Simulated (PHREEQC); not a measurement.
H2SO4 is added in steps, without added water, to 1 kg of water holding 180 mmol/kgw NaH2PO4, at 44 °C. Oxygen alone is held at its pressure in air (log pO2 = -0.68). CO2 from the air is kept out. Precipitation was switched off in this run.

Base run: PHREEQC, ion-association model, wateq4f.dat. Each further column changes one thing. The table gives pH.

| H2SO4 added (mol) | base | NaH2PO4 from 0.18 to 0.9 mol/kgw | NaH2PO4 from 0.18 to 0.198 mol/kgw | temperature from 44 to 40 °C | solids may form |
|---|---|---|---|---|---|
| 0 | 4.43 | 4.22 | 4.42 | 4.43 | 4.43 |
| 0.014 | 2.89 | 3.47 | 2.93 | 2.88 | 2.89 |
| 0.028 | 2.54 | 3.17 | 2.58 | 2.52 | 2.54 |
| 0.042 | 2.30 | 2.98 | 2.35 | 2.29 | 2.30 |
| 0.056 | 2.12 | 2.85 | 2.17 | 2.11 | 2.12 |
| 0.07 | 1.97 | 2.74 | 2.03 | 1.95 | 1.97 |
| 0.084 | 1.84 | 2.64 | 1.90 | 1.82 | 1.84 |
| 0.098 | 1.72 | 2.56 | 1.78 | 1.70 | 1.72 |
| 0.112 | 1.62 | 2.49 | 1.67 | 1.60 | 1.62 |
| 0.126 | 1.52 | 2.43 | 1.58 | 1.51 | 1.52 |
| 0.14 | 1.44 | 2.37 | 1.49 | 1.42 | 1.44 |

H3PO4, which wateq4f.dat lacks, is added to it with the constant of phreeqc.dat. Constants without temperature data keep their 25 °C values here. The ionic strength passes 0.7 mol/kgw, the rough limit of the ion-association models, in part of: NaH2PO4 from 0.18 to 0.9 mol/kgw. Solids allowed in the column 'solids may form': Mirabilite.
